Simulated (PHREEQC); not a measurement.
1 kg of water holding 0.092 mol KCl, 0.52 mol SrCl2, 0.032 mol MgCl2, 0.031 mol NaCl and 0.0089 mol CaCl2 is evaporated at 25 °C; the solids stay in contact with the brine. The system is closed to CO2. Only these solids could form: Bischofite, Brucite, Carnallite, Halite, Portlandite, Sylvite, MgCl2_4H2O.

Computed with PHREEQC (Pitzer model, pitzer.dat).

```csv
water left (kg),ionic strength,water activity,Mg in solution (mol/kgw),K in solution (mol/kgw),Cl in solution (mol/kgw)
1,1.81,0.968,0.0320,0.0920,1.24
0.8219,2.20,0.961,0.0389,0.112,1.51
0.6755,2.67,0.951,0.0474,0.136,1.84
0.5552,3.25,0.938,0.0576,0.166,2.24
0.4563,3.96,0.920,0.0701,0.202,2.73
0.375,4.81,0.897,0.0853,0.245,3.32
0.3082,5.86,0.866,0.104,0.298,4.04
0.2533,7.13,0.825,0.126,0.363,4.91
0.2082,8.67,0.770,0.154,0.442,5.98
```
